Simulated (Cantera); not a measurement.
What does this Cantera script print?

```python
import numpy as np
import cantera as ct

gas = ct.Solution("h2o2.yaml")
gas.TPX = 450, 100000, {'H2': 1, 'O2': 0.581, 'N2': 2.19}
flame = ct.FreeFlame(gas, width=0.04)
flame.set_refine_criteria(ratio=3, slope=0.08, curve=0.16)
flame.transport_model = "mixture-averaged"
flame.solve(loglevel=0, auto=True)
z, T = flame.grid, flame.T
thick = (T[-1] - T[0]) / np.gradient(T, z).max()
show = ['H2', 'O2', 'O', 'HO2', 'H2O', 'H']
print(f"laminar burning velocity  {flame.velocity[0] * 100:.3f} cm/s")
print(f"burnt temperature         {T[-1]:.1f} K")
print(f"thermal thickness         {thick * 1e3:.4f} mm")
print(f"grid points               {len(z)}")
z0 = z[flame.heat_release_rate.argmax()]
print(f"{'z/mm':>9s}{'T/K':>9s}{'u/(m/s)':>9s}" + "".join(f"{s:>11s}" for s in show))
rows = []
for k in (-3, -2, -1.5, -1, -0.5, -0.25, 0, 0.25, 0.5, 1, 2, 4, 8):
    zz = z0 + k * thick
    rows.append([k * thick, np.interp(zz, z, T), np.interp(zz, z, flame.velocity),
                 *(np.interp(zz, z, flame.X[gas.species_index(s)]) for s in show)])
    print(f"{rows[-1][0] * 1e3:9.3f}{rows[-1][1]:9.1f}{rows[-1][2]:9.3f}" + "".join(f"{x:11.3e}" for x in rows[-1][3:]))
```

Result:

```
laminar burning velocity  381.646 cm/s
burnt temperature         2334.3 K
thermal thickness         0.4057 mm
grid points               110
     z/mm      T/K  u/(m/s)         H2         O2          O        HO2        H2O          H
   -1.217    450.0    3.816  2.652e-01  1.541e-01  7.997e-14  6.905e-13  4.746e-12  4.151e-16
   -0.811    450.0    3.816  2.652e-01  1.541e-01  3.127e-12  3.181e-11  1.923e-10  1.625e-14
   -0.609    450.0    3.816  2.652e-01  1.541e-01  1.003e-10  1.432e-09  7.030e-09  5.447e-13
   -0.406    450.1    3.816  2.649e-01  1.541e-01  5.098e-09  1.442e-07  5.088e-07  1.179e-10
   -0.203    465.3    3.910  2.574e-01  1.554e-01  2.359e-06  1.451e-04  4.913e-04  1.256e-05
   -0.101    712.0    5.795  2.179e-01  1.513e-01  2.029e-04  2.852e-04  2.120e-02  3.008e-03
    0.000   1168.8    9.199  1.292e-01  1.167e-01  4.035e-03  1.104e-04  1.015e-01  2.245e-02
    0.101   1489.1   11.590  5.502e-02  6.479e-02  1.045e-02  5.126e-05  1.919e-01  3.784e-02
    0.203   1650.3   12.769  3.454e-02  4.611e-02  1.201e-02  3.150e-05  2.230e-01  3.586e-02
    0.406   1814.5   13.915  2.902e-02  3.918e-02  1.059e-02  2.113e-05  2.379e-01  2.632e-02
    0.811   1973.5   14.980  2.483e-02  3.514e-02  7.912e-03  1.397e-05  2.509e-01  1.654e-02
    1.623   2111.5   15.872  1.909e-02  3.165e-02  5.274e-03  8.756e-06  2.643e-01  9.133e-03
    3.246   2219.8   16.551  1.298e-02  2.892e-02  3.162e-03  5.472e-06  2.767e-01  4.380e-03
```

Cantera simulation using the H2/O2 subset of GRI-Mech 3.0, which has no nitrogen chemistry; the numbers are that mechanism's predictions, not measurements. Burning velocities carry a grid error of a few per cent, more on coarse grids.
